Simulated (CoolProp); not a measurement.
The numbers come from the reference Helmholtz-energy equation of state, Lemmon 2006 in CoolProp. It is a short technical equation, of lower accuracy than the large ones.

Problem. Give the vapour pressure (MPa), liquid cp (kJ/(kg K)), surface tension (mN/m) of saturated R142b at 257.4, 264.1, 284.5 K.

Solution. 
```tsv
T (K)	p (MPa)	liquid cp (kJ/(kg K))	surface tension (mN/m)
257.4	0.0768	1.22	16.8
264.1	0.102	1.23	15.9
284.5	0.217	1.28	13.2
```

Surface tension comes from a separate correlation (Mulero 2012).
